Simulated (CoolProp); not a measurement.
The numbers come from the reference Helmholtz-energy equation of state, Aleksandrov 2011 in CoolProp. It is a short technical equation, of lower accuracy than the large ones.

Problem. For n-undecane, give the phase and the cp (kJ/(kg K)), isothermal compressibility (1/MPa), expansivity (1/kK) at 293.85 °C and 7.36 MPa.

Solution. 
- 293.85 °C and 7.36 MPa: liquid; cp 3.21, isothermal compressibility 0.00808, expansivity 1.76
